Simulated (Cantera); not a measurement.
Mixture: CH4 : C2H6 : O2 : N2 = 1 : 0.072 : 4.33 : 16.3 (molar parts), at 1.01 bar, adiabatic and at constant volume. Ignition delay is the time to a rise of 400 K.

Detailed kinetics in Cantera: GRI-Mech 3.0 (53 species, 325 reactions).

Predict: delay at 1250 K; delay at 1300 K; delay at 1350 K; delay at 1400 K; delay at 1450 K; delay at 1500 K; delay at 1550 K; apparent activation energy between 1450 and 1550 K.


```json
{
 "delay at 1250 K": "3.43 ms",
 "delay at 1300 K": "1.94 ms",
 "delay at 1350 K": "1.12 ms",
 "delay at 1400 K": "0.670 ms",
 "delay at 1450 K": "0.412 ms",
 "delay at 1500 K": "0.262 ms",
 "delay at 1550 K": "0.173 ms",
 "apparent activation energy between 1450 and 1550 K": "160 kJ/mol"
}
```
